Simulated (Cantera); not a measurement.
A closed system holds: 1 mol HBr, 1.1 mol H2, held at 1325 °C and 101000 Pa.

Equilibrium computed with Cantera from the NASA thermochemical tables; the gas is ideal and each condensed phase is pure. Candidate condensed phases: Br2; 5 gas species. The numbers say what is thermodynamically allowed, not how fast it happens.

Base state: H2 0.524, HBr 0.473, Br 0.00245, H 3.83e-5, Br2 2.55e-5 (mole fractions); condensed: gas only.

Question: What changes in the equilibrium state with this change: HBr replaced by N2O?

Answer: 
```json
[
 {"species": "N2", "before": "0", "after": "0.476"},
 {"species": "H2O", "before": "0", "after": "0.476"},
 {"species": "H2", "before": "0.524", "after": "0.0476"},
 {"species": "HBr", "before": "0.473", "after": "0"},
 {"species": "Br", "before": "0.00245", "after": "0"},
 {"species": "Br2", "before": "2.55e-5", "after": "0"},
 {"species": "H", "before": "3.83e-5", "after": "1.15e-5"}
]
```
Further candidate phases: H2O.
